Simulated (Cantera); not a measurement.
What does this Cantera script print?

```python
import numpy as np
import cantera as ct

surf = ct.Interface("ptcombust.yaml", "Pt_surf")
gas = surf.adjacent["gas"]
gas.TPX = 625, 101325, {'H2': 0.004, 'O2': 0.026, 'N2': 0.79, 'H2O': 0.062}
surf.TP = 625, 101325
reactor = ct.FlowReactor(gas, clone=False)
reactor.area = 0.0001  # m2
reactor.surface_area_to_volume_ratio = 100  # 1/m
reactor.mass_flow_rate = 0.093 * reactor.area * gas.density  # inlet velocity 0.093 m/s
reactor.energy_enabled = False
wall = ct.ReactorSurface(surf, reactor, clone=False)
net = ct.ReactorNet([reactor])
net.rtol, net.atol = 1e-8, 1e-16
show, cover = ['H2', 'O2', 'H2O'], ['PT(S)', 'H(S)', 'O(S)', 'OH(S)', 'CO(S)', 'C(S)']

rows = []
print(f"{'z/m':>9s}{'u/(m/s)':>9s}" + "".join(f"{s:>13s}" for s in show + cover))
for z in [0.00022, 0.00037, 0.00062, 0.001, 0.0017, 0.0029, 0.0048, 0.008, 0.013, 0.022]:
    net.advance(z)
    rows.append([reactor.speed, *gas[show].X, *surf[cover].coverages])
    print(f"{z:9.4g}{rows[-1][0]:9.3g}" + "".join(f"{x:13.4e}" for x in rows[-1][1:]))
```

Result:

```
      z/m  u/(m/s)           H2           O2          H2O        PT(S)         H(S)         O(S)        OH(S)        CO(S)         C(S)
  0.00022   0.0929   1.5597e-03   2.8031e-02   7.3382e-02   9.3553e-02   1.8744e-08   8.7911e-01   2.7154e-02   9.9955e-26  -1.5494e-28
  0.00037   0.0928   1.0699e-03   2.7793e-02   7.3890e-02   6.4751e-02   9.9137e-09   9.1206e-01   2.3057e-02  -4.3841e-25  -5.2760e-29
  0.00062   0.0928   7.0018e-04   2.7613e-02   7.4274e-02   4.2714e-02   4.9203e-09   9.3818e-01   1.9023e-02  -6.5465e-25  -9.4162e-29
    0.001   0.0928   4.5776e-04   2.7495e-02   7.4525e-02   2.8160e-02   2.4767e-09   9.5617e-01   1.5610e-02  -1.8024e-26  -6.1660e-30
   0.0017   0.0928   2.7816e-04   2.7408e-02   7.4711e-02   1.7401e-02   1.1356e-09   9.7019e-01   1.2370e-02   2.0948e-26   2.3720e-30
   0.0029   0.0928   1.6438e-04   2.7353e-02   7.4829e-02   1.0731e-02   5.2373e-10   9.7948e-01   9.7650e-03  -1.5749e-26  -3.4919e-31
   0.0048   0.0928   9.6963e-05   2.7320e-02   7.4899e-02   7.0055e-03   2.6538e-10   9.8507e-01   7.9149e-03   1.4296e-23   6.5163e-28
    0.008   0.0928   5.3396e-05   2.7299e-02   7.4945e-02   4.8595e-03   1.4773e-10   9.8853e-01   6.6049e-03  -2.5690e-27  -3.9536e-32
    0.013   0.0928   2.6963e-05   2.7286e-02   7.4972e-02   3.7512e-03   9.7111e-11   9.9043e-01   5.8093e-03  -1.7397e-28  -5.2725e-32
    0.022   0.0928   1.0019e-05   2.7278e-02   7.4990e-02   3.1468e-03   7.2732e-11   9.9152e-01   5.3241e-03  -1.2773e-27  -5.8081e-32
```

Detailed kinetics in Cantera: Deutschmann's 1995 Pt surface mechanism with GRI-Mech 3.0 gas chemistry. Catalytic surfaces can have several steady states; this one follows from the mechanism file's or the stated starting coverage. Mass transfer to the wall is taken as infinitely fast.
